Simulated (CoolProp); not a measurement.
A simple Rankine cycle with R134a: condensing at 297.15 K, boiler at 1.95 MPa, turbine inlet 454 K, turbine efficiency 0.65, pump efficiency 0.8, no recuperator. Each further row changes one setting.

Computed with CoolProp (reference Helmholtz-energy equation of state, Tillner-Roth 1994).

```
case                             thermal efficiency (%)  net work (kJ/kg)  heat in (kJ/kg)  turbine exit temperature (K)  volume ratio over the turbine
-------------------------------  ----------------------  ----------------  ---------------  ----------------------------  -----------------------------
as stated                                           6.8              22.4              330                         424.4                           2.98
condensing temperature 289.15 K                     8.1              27.5              341                         418.6                           3.78
boiler pressure 1.36 MPa                            4.7              15.8              334                         434.8                           2.07
turbine efficiency 0.55                             5.7              18.8              330                         427.8                           3.00
```
